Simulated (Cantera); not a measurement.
A Cantera script and what it prints.

```python
import numpy as np
import cantera as ct

gas_names = """
    H HO2 H2 H2O H2O2 Nb NbO NbO2 O OH O2 O3
""".split()
cond_names = """
    H2O(s) H2O(L) Nb(cr) Nb(L) NbO(s) NbO(L) NbO2(I) NbO2(II) NbO2(III) NbO2(L) Nb2O5(s) Nb2O5(L)
""".split()


# ... load() reads the species with a 1 bar reference pressure and builds the phases ...
atoms = {
    'Nb2O5': {'Nb': 2, 'O': 5},
    'H2': {'H': 2},
}
top_T = {}  # K; cautious upper limits of use, not melting points


# ... equilibrate(T, P, feed) seeds the gas with the atoms and calls Mixture.equilibrate('TP', solver="vcs", rtol=1e-11, max_steps=5000) ...
results = []
feed = {'Nb2O5': 1, 'H2': 820}  # mol
T = 850  # K
P = 340  # Pa
mix = equilibrate(T, P, feed)
results.append((T, P, feed, dict(zip(mix.species_names, mix.species_moles))))
print(gas.report(threshold=0.0001))
for i in range(1, mix.n_phases):
    print(f"{mix.phase(i).name:16s} {mix.phase_moles(i):12.5e} mol")
```

Result:

```
       temperature   850 K
          pressure   340 Pa
           density   9.7926e-05 kg/m^3
  mean mol. weight   2.0355 kg/kmol
   phase of matter   gas

                          1 kg             1 kmol
                     ---------------   ---------------
          enthalpy        7.8077e+06        1.5893e+07  J
   internal energy        4.3357e+06        8.8253e+06  J
           entropy        1.0257e+05        2.0877e+05  J/K
    Gibbs function       -7.9373e+07       -1.6156e+08  J
 heat capacity c_p             14643             29806  J/K
 heat capacity c_v             10558             21492  J/K

                      mass frac. Y      mole frac. X     chem. pot. / RT
                     ---------------   ---------------   ---------------
                H2           0.98921           0.99878           -22.802
               H2O          0.010793         0.0012195           -70.991
     [  +10 minor]        1.7391e-10        3.5119e-10

Nb(cr)            0.00000e+00 mol
NbO(s)            0.00000e+00 mol
NbO2(I)           2.00000e+00 mol
Nb2O5(s)          0.00000e+00 mol
```

Cantera equilibrium calculation (NASA polynomials, part measured and part estimated; ideal gas, pure solids and liquids). Condensed phases not in the tables: the oxides between NbO2 and Nb2O5.
